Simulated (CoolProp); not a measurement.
Values from CoolProp's reference Helmholtz-energy equation of state, Lemmon 2006. It is a short technical equation, of lower accuracy than the large ones.

Problem. Give the vapour pressure (MPa), liquid density (kg/m³), enthalpy of vaporisation (kJ/kg), vapour Z of saturated C3F8 (R218) at 187.6, 198.9, 255.5 K.

Solution. 
```tsv
T (K)	p (MPa)	liquid density (kg/m³)	enthalpy of vaporisation (kJ/kg)	vapour Z
187.6	0.00552	1790	121	0.993
198.9	0.0126	1750	118	0.987
255.5	0.223	1530	97.7	0.909
```
